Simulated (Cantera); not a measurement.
A perfectly stirred reactor is fed with NH3 : H2 = 1 : 14 (molar parts), at 93000 Pa; it is held at 1575 K, and followed from long to short residence time.

Detailed kinetics in Cantera: the gas-phase N/H chemistry of the illustrative SiF4/NH3 mechanism in the Surface Chemkin manual (1991). Walls and surfaces, which speed up NH3 decomposition in real reactors, are not modelled.

**Question.** What does this change do: temperature 1575 to 2175 K?

**Answer.** 
| quantity | before | after |
|---|---|---|
| x(NH3) at τ = 0.780 s | 0.0663 | 0.00176 |
| x(H2) at τ = 0.780 s | 0.933 | 0.963 |
| x(N2) at τ = 0.780 s | 0.000167 | 0.0303 |
| x(NH2) at τ = 0.780 s | 6.56e-6 | 2.71e-5 |
| x(N2H2) at τ = 0.780 s | 2.37e-9 | 4.38e-9 |
| x(NH3) at τ = 6.70 ms | 0.0667 | 0.0392 |
| x(H2) at τ = 6.70 ms | 0.933 | 0.945 |
| x(N2) at τ = 6.70 ms | 2.42e-7 | 0.0127 |
| x(NH2) at τ = 6.70 ms | 2.92e-6 | 0.000292 |
| x(N2H2) at τ = 6.70 ms | 4.34e-10 | 2.95e-7 |
